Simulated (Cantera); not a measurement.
A closed system holds: 1 mol B2O3, 3.4 mol F2, 6.7 mol H2, 4.5 mol HF, equilibrated at 84.0 mbar.

These are equilibrium values from Cantera (NASA tables, ideal gas, pure condensed phases), not measurements of a reactor. Candidate condensed phases: B, B2O3, B3O3H3, H2O; 43 gas species. Gases not in the tables: H3BO3. Equilibrium is a limit: real reactors are often held back by kinetics, nucleation or transport. All values below are at 1025 °C.

Base state: HF 0.420, H2 0.239, H2O 0.199, BF3 0.128, BOF 0.0102, B3O3F3 0.00182, HBO2 0.00148, BHF2 1.21e-5 (mole fractions); condensed: gas only.

What changes in the equilibrium state with this change: pressure from 84.0 mbar to 0.930 bar?


```tsv
species	before	after
HF	0.420	0.395
H2	0.239	0.242
H2O	0.199	0.217
BF3	0.128	0.144
BOF	0.0102	0.00129
HBO2	0.00148	0.000216
B3O3F3	0.00182	0.000444
BHF2	1.21e-5	1.47e-5
```

What changes in the equilibrium state with this change: B2O3 replaced by SiO2?


| species | before | after |
|---|---|---|
| HF | 0.420 | 0.537 |
| H2 | 0.239 | 0.243 |
| H2O | 0.199 | 0.147 |
| BF3 | 0.128 | 0 |
| SiF4 | 0 | 0.0735 |
| BOF | 0.0102 | 0 |
| B3O3F3 | 0.00182 | 0 |
| HBO2 | 0.00148 | 0 |
Further candidate phases: Si, SiO2.
